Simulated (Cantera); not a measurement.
A perfectly stirred reactor is fed with 1.18 % CH₂O, 0.599 % O₂, 98.2 % N₂, equivalence ratio 2.0, at 170000 Pa; it is held at 1575 K, and followed from long to short residence time.

Computed with Cantera and GRI-Mech 3.0 (53 species, 325 reactions).

Task: Predict: x(CH₂O) at τ = 19.0 s; x(O₂) at τ = 19.0 s; x(CO) at τ = 19.0 s; x(CO₂) at τ = 19.0 s; x(CH₂O) at τ = 78.0 ms; x(O₂) at τ = 78.0 ms; x(CO) at τ = 78.0 ms; x(CO₂) at τ = 78.0 ms.

Result: 
```json
{
  "x(CH₂O) at τ = 19.0 s": "4.44e-8",
  "x(O₂) at τ = 19.0 s": "8.12e-7",
  "x(CO) at τ = 19.0 s": "0.00728",
  "x(CO₂) at τ = 19.0 s": "0.00443",
  "x(CH₂O) at τ = 78.0 ms": "7.76e-7",
  "x(O₂) at τ = 78.0 ms": "1.72e-5",
  "x(CO) at τ = 78.0 ms": "0.00728",
  "x(CO₂) at τ = 78.0 ms": "0.00443"
}
```
